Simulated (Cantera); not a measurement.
What does this Cantera script print?

```python
import numpy as np
import cantera as ct

gas_names = """
    Fe FeO N NO NO2 NO3 N2 N2O O O2 O3 S SN SO SO2 SO3 S2 S2O S8
""".split()
cond_names = """
    Fe(a) Fe(c) Fe(d) Fe(L) FeO(s) FeO(L) FeS(a) FeS(b) FeS(c) FeS(L) FeSO4(s) FeS2(s) Fe2O3(s)
    Fe2S3O12(s) Fe3O4(s) S(cr1) S(cr2) S(L)
""".split()


# ... load() reads the species with a 1 bar reference pressure and builds the phases ...
atoms = {
    'Fe2O3': {'Fe': 2, 'O': 3},
    'SO2': {'S': 1, 'O': 2},
    'N2': {'N': 2},
    'O2': {'O': 2},
}
top_T = {'FeSO4(s)': 950, 'FeS2(s)': 1010, 'Fe2O3(s)': 1830, 'Fe2S3O12(s)': 1100, 'Fe3O4(s)': 1870}  # K; cautious upper limits of use, not melting points


# ... equilibrate(T, P, feed) seeds the gas with the atoms and calls Mixture.equilibrate('TP', solver="vcs", rtol=1e-11, max_steps=5000) ...
results = []
feed = {'Fe2O3': 1, 'SO2': 0.077, 'N2': 6.8, 'O2': 0.5}  # mol
T = 1223  # K
P = 6100  # Pa
mix = equilibrate(T, P, feed)
results.append((T, P, feed, dict(zip(mix.species_names, mix.species_moles))))
print(gas.report(threshold=0.0001))
for i in range(1, mix.n_phases):
    print(f"{mix.phase(i).name:16s} {mix.phase_moles(i):12.5e} mol")
```

Output:

```
       temperature   1223 K
          pressure   6100 Pa
           density   0.017194 kg/m^3
  mean mol. weight   28.662 kg/kmol
   phase of matter   gas

                          1 kg             1 kmol
                     ---------------   ---------------
          enthalpy        9.0986e+05        2.6079e+07  J
   internal energy        5.5509e+05         1.591e+07  J
           entropy            9161.9         2.626e+05  J/K
    Gibbs function       -1.0295e+07       -2.9508e+08  J
 heat capacity c_p            1189.7             34099  J/K
 heat capacity c_v            899.61             25785  J/K

                      mass frac. Y      mole frac. X     chem. pot. / RT
                     ---------------   ---------------   ---------------
                NO        0.00014931        0.00014263            -30.46
                N2           0.90093           0.92178           -28.286
                O2          0.075513          0.067641           -32.634
               SO2          0.023013          0.010297           -70.078
               SO3         0.0003958        0.00014171           -86.395
     [  +14 minor]        5.1634e-07        3.4954e-07

Fe(c)             0.00000e+00 mol
FeO(s)            0.00000e+00 mol
FeS(c)            0.00000e+00 mol
Fe2O3(s)          1.00000e+00 mol
Fe3O4(s)          0.00000e+00 mol
S(L)              0.00000e+00 mol
```

Cantera equilibrium calculation (NASA polynomials, part measured and part estimated; ideal gas, pure solids and liquids).
